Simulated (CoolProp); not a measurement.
Vapour-liquid equilibrium of isobutane (1) + acetone (2) at 294.9 K; x and y are mole fractions of (1).

Values from CoolProp's multi-fluid Helmholtz-energy mixture model, Bücker 2006 and Lemmon 2006; pair parameters Bell 2016.

| x | bubble pressure, mixture model (kPa) | bubble pressure, Raoult's law (kPa) | y, mixture model | y, Raoult's law |
|---|---|---|---|---|
| 0.05 | … | 41.26 | 0.710 | 0.386 |
| 0.125 | … | 63.15 | … | 0.631 |
| 0.2 | 207.8 | 85.04 | 0.882 | 0.749 |
| 0.275 | 236.9 | 106.9 | 0.899 | 0.819 |
| 0.35 | 253.9 | 128.8 | … | 0.865 |
| 0.425 | 263.6 | 150.7 | … | 0.898 |
| 0.5 | 269.3 | 172.6 | 0.917 | 0.923 |
| 0.575 | 273.5 | 194.5 | 0.919 | 0.942 |
| 0.65 | 277.8 | 216.4 | 0.923 | 0.957 |
| 0.725 | … | 238.3 | 0.928 | 0.969 |
| 0.8 | … | 260.2 | 0.937 | 0.980 |
| 0.875 | 300.0 | 282.1 | 0.951 | 0.988 |
| 0.95 | … | 304.0 | 0.976 | 0.996 |

Q: Complete the blanks.

A: 
- 0.05, bubble pressure, mixture model (kPa): 90.14
- 0.125, bubble pressure, mixture model (kPa): 161.0
- 0.125, y, mixture model: 0.843
- 0.35, y, mixture model: 0.908
- 0.425, y, mixture model: 0.913
- 0.725, bubble pressure, mixture model (kPa): 283.3
- 0.8, bubble pressure, mixture model (kPa): 290.6
- 0.95, bubble pressure, mixture model (kPa): 310.9

The largest gap from Raoult's law is +154.9 % in bubble pressure, at x = 0.125. No azeotrope shows between x = 0.05 and 0.95.

The pair parameters rest on a limited set of measurements; away from them the model extrapolates. With so large a gap from Raoult's law the liquid may split in two, which this calculation doesn't test in full.
